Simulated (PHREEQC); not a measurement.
Make-up at 25 °C: 0.027 mol/kgw K2SO4. Closed to the air; pH follows from the charge balance.

Model: ion-association model, phreeqc.dat, run in PHREEQC.

Each row changes one thing in this solution. Precipitation was switched off in this run.

| case | ionic strength (mol/kgw) | K+ (mol/kgw) | SO4-2 (mol/kgw) | KSO4- (mol/kgw) | HSO4- (mol/kgw) |
|---|---|---|---|---|---|
| as made | 0.0743 | 0.0506 | 0.0236 | 0.00336 | 8.70e-8 |
| diluted 100-fold with water | 0.000808 | 0.000539 | 0.000269 | 8.97e-7 | ___ |
| K2SO4 from 0.027 to 0.0243 mol/kgw | 0.0672 | ___ | ___ | 0.00285 | 8.21e-8 |
| K2SO4 from 0.027 to 0.135 mol/kgw | 0.332 | 0.233 | 0.0984 | 0.0367 | 1.84e-7 |
| K2SO4 from 0.027 to 0.054 mol/kgw | 0.143 | ___ | 0.0443 | 0.00972 | ___ |
| K2SO4 from 0.027 to 0.0135 mol/kgw | 0.0383 | 0.0259 | 0.0124 | 0.00110 | 5.78e-8 |
| K2SO4 from 0.027 to 0.0297 mol/kgw | 0.0813 | 0.0555 | 0.0258 | 0.00390 | 9.17e-8 |

**Question.** Complete the blanks.

**Answer.** 
- diluted 100-fold with water, HSO4- (mol/kgw): 2.37e-9
- K2SO4 from 0.027 to 0.0243 mol/kgw, K+ (mol/kgw): 0.0457
- K2SO4 from 0.027 to 0.0243 mol/kgw, SO4-2 (mol/kgw): 0.0215
- K2SO4 from 0.027 to 0.054 mol/kgw, K+ (mol/kgw): 0.0983
- K2SO4 from 0.027 to 0.054 mol/kgw, HSO4- (mol/kgw): 1.24e-7

Species that the database lacks are ignored.
